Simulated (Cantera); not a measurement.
## Adiabatic ignition

An adiabatic, constant-volume homogeneous reactor starts with 19.5 % CH4, 16.9 % O2, 63.6 % N2, at 1350 K and 100000 Pa.

Computed with Cantera and GRI-Mech 3.0 (53 species, 325 reactions).

```csv
t (s),T (K),P (bar),x CH4,x O2,x C2H,x NO,x C2H6
6.00e-6,1350,1.000,0.195,0.169,<1e-12,<1e-12,1.29e-12
1.59e-5,1350,1.000,0.195,0.169,<1e-12,<1e-12,2.54e-11
4.19e-5,1350,1.000,0.195,0.169,<1e-12,<1e-12,5.51e-10
0.000111,1350,1.000,0.195,0.169,<1e-12,<1e-12,1.55e-8
0.000293,1350,1.000,0.195,0.169,<1e-12,<1e-12,6.12e-7
0.000775,1350,1.00,0.194,0.169,<1e-12,<1e-12,1.56e-5
0.00205,1352,1.00,0.194,0.169,<1e-12,<1e-12,0.000116
0.00542,1366,1.01,0.191,0.167,<1e-12,<1e-12,0.000699
0.0143,2510,2.28,2.07e-10,4.35e-6,<1e-12,0.000133,<1e-12
0.0379,2510,2.28,2.02e-10,4.37e-6,<1e-12,8.70e-5,<1e-12
0.100,2510,2.28,2.02e-10,4.37e-6,<1e-12,8.69e-5,<1e-12
0.265,2510,2.28,2.02e-10,4.37e-6,<1e-12,8.69e-5,<1e-12
0.700,2510,2.28,2.02e-10,4.37e-6,<1e-12,8.69e-5,<1e-12
```
x: mole fraction; the columns are a selection and need not sum to one.

```json
{
  "time_of_steepest_temperature_rise": "9.12 ms",
  "temperature at 0.700 s": "2510 K",
  "equilibrium_temperature": "2510 K",
  "x(CH4) at 0.700 s": "2.02e-10 (gas-phase equilibrium 2.28e-10)",
  "x(O2) at 0.700 s": "4.37e-6 (gas-phase equilibrium 4.37e-6)",
  "x(C2H) at 0.700 s": "<1e-12 (gas-phase equilibrium <1e-12)"
}
```
